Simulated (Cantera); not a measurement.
Mixture: CO : H2 : O2 : N2 = 1 : 0.046 : 0.475 : 1.79 (molar parts), at 1200 Torr, adiabatic and at constant volume. Ignition delay is the time to a rise of 400 K.

Model: GRI-Mech 3.0 (53 species, 325 reactions), integrated in Cantera. Below about 950 K walls govern HO2 and H2O2 in real vessels. Where the delays flatten at high temperature, the 400 K rule measures the pace of heat release, not the induction time.

Task: What does this change do: pressure from 1200 Torr to 10500 Torr?

Result: 
```csv
quantity,before,after
delay at 948 K,8.76 ms,11.4 ms
delay at 1098 K,0.208 ms,0.377 ms
delay at 1248 K,77.4 µs,28.9 µs
delay at 1398 K,49.1 µs,7.14 µs
delay at 1548 K,38.7 µs,3.78 µs
```
The hydrogen kinetics of GRI-Mech 3.0 are dated; newer H2 mechanisms differ, most at raised pressure. The pressure lies above the range GRI-Mech 3.0 was tuned for (to about 10 atm).

Task: What does this change do: CO 1 to 1.9 parts?

Result: 
```csv
quantity,before,after
delay at 948 K,8.76 ms,8.45 ms
delay at 1098 K,0.208 ms,0.249 ms
delay at 1248 K,77.4 µs,86.9 µs
delay at 1398 K,49.1 µs,52.5 µs
delay at 1548 K,38.7 µs,39.5 µs
```
